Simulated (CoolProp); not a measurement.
Properties of ammonia at several states (Tc = 132.4 °C, pc = 11.36 MPa, ω = 0.256).

Values from CoolProp's reference Helmholtz-energy equation of state, Gao 2020.

| T (°C) | p (MPa) | phase | Z | Joule-Thomson coefficient (K/MPa) |
|---|---|---|---|---|
| 29.25 | 0.175 | gas | 0.9827 | (withheld) |
| -8.25 | 2.8 | liquid | (withheld) | -0.1570 |
| 29.05 | 0.676 | gas | (withheld) | (withheld) |
| 78.25 | 10.9 | liquid | 0.1211 | (withheld) |
| 100.05 | 3.93 | gas | (withheld) | (withheld) |

**Question.** Fill in the missing entries.

**Answer.** 
- 29.25, Joule-Thomson coefficient (K/MPa): 26.66
- -8.25, Z: 0.03324
- 29.05, Z: 0.9291
- 29.05, Joule-Thomson coefficient (K/MPa): 25.57
- 78.25, Joule-Thomson coefficient (K/MPa): 0.1152
- 100.05, Z: 0.7968
- 100.05, Joule-Thomson coefficient (K/MPa): 11.91
